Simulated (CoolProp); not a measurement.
Saturation properties of R365MFC.

Values from CoolProp's reference Helmholtz-energy equation of state, Lemmon 2016.

```
T (K)  p (MPa)  vapour density (kg/m³)  liquid cp (kJ/(kg K))
-----  -------  ----------------------  ---------------------
319.8   0.1271                       ?                  1.422
330.3   0.1797                   10.40                      ?
340.8   0.2479                       ?                  1.472
351.3   0.3344                   18.96                  1.500
361.7   0.4413                   24.92                  1.531
372.2   0.5737                   32.44                  1.566
382.7   0.7344                   41.80                  1.606
393.2   0.9270                   53.49                  1.654
403.7    1.156                   68.18                  1.713
```

Task: What belongs in the gaps?

Result: 
- 319.8, vapour density (kg/m³): 7.480
- 330.3, liquid cp (kJ/(kg K)): 1.446
- 340.8, vapour density (kg/m³): 14.17

It boils at 313.3 K under 1 atm.
